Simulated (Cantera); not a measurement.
Charge: 1 mol MgF2, 0.27 mol H2, held at 15.0 mbar.

Method: chemical equilibrium by Gibbs-energy minimisation in Cantera with the NASA 1993 tables (ideal gas, pure condensed phases). Candidate condensed phases: Mg, MgF2; 17 gas species. Equilibrium is a limit: real reactors are often held back by kinetics, nucleation or transport. All values below are at 1127 °C.

Base state: H2 0.996, HF 0.00230, Mg 0.00112, MgF2 0.000437, MgF 5.78e-5, H 3.96e-5 (mole fractions); condensed: MgF2(s).

**Question.** What changes in the equilibrium state with this change: MgF2 replaced by CaCl2?

**Answer.** 
```tsv
species	before	after
H2	0.996	0.977
CaCl2	0	0.0229
HCl	0	0.000201
HF	0.00230	0
Mg	0.00112	0
MgF2	0.000437	0
CaCl	0	0.000144
MgF	5.78e-5	0
Ca	0	2.84e-5
H	3.96e-5	3.92e-5
MgF2(s), mol	1.000	0
CaCl2(l), mol	0	0.994
```
Further candidate phases: Ca, CaCl2.
